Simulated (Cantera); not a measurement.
Input: 1 mol Al2O3, 8.2 mol Cl2, 0.78 mol O2, held at 1723.15 K and 0.0100 bar.

Equilibrium computed with Cantera from the NASA thermochemical tables; the gas is ideal and each condensed phase is pure. Candidate condensed phases: Al, AlCl3, Al2O3; 17 gas species. Rates play no part.

Base state: Cl 0.800, Cl2 0.136, O2 0.0569, AlCl3 0.00685, ClO 0.000365, O 0.000136 (mole fractions); condensed: Al2O3(s).

Question: What changes in the equilibrium state with this change: 0.21 mol H2 added?

Answer: 
| species | before | after |
|---|---|---|
| Cl | 0.800 | 0.780 |
| Cl2 | 0.136 | 0.129 |
| O2 | 0.0569 | 0.0562 |
| HCl | 0 | 0.0278 |
| AlCl3 | 0.00685 | 0.00640 |
| ClO | 0.000365 | 0.000354 |
| O | 0.000136 | 0.000135 |
| Al2O3(s), mol | 0.949 | 0.952 |
Further candidate phases: H2O.

Question: What changes in the equilibrium state with this change: O2 from 0.78 to 0.15 mol?

Answer: 
```
species          before     after
-------------  --------  --------
Cl                0.800     0.820
Cl2               0.136     0.143
O2               0.0569    0.0218
AlCl3           0.00685    0.0152
O              0.000136   8.40e-5
ClO            0.000365  0.000231
Al2O3(s), mol     0.949     0.892
```

Question: What changes in the equilibrium state with this change: temperature from 1723.15 K to 1198.15 K?

Answer: 
```csv
species,before,after
Cl2,0.136,0.872
O2,0.0569,0.0850
Cl,0.800,0.0433
AlCl3,0.00685,4.77e-5
O,0.000136,7.02e-8
ClO,0.000365,4.98e-5
"Al2O3(s), mol",0.949,1.000
```
